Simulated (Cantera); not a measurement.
Ignition delay

Mixture: 7.99 % CH4, 21.9 % O2, 70.1 % N2, equivalence ratio 0.73, at 6980 Torr, adiabatic and at constant pressure. Ignition delay is the time to a rise of 400 K.

Model: GRI-Mech 3.0 (53 species, 325 reactions), integrated in Cantera.

| T0 (K) | delay (ms) |
|---|---|
| 1025 | 47.1 |
| 1100 | 14.7 |
| 1175 | 5.32 |
| 1250 | 2.11 |
| 1325 | 0.898 |
| 1400 | 0.406 |

* **apparent activation energy between 1250 and 1400 K**: 160 kJ/mol
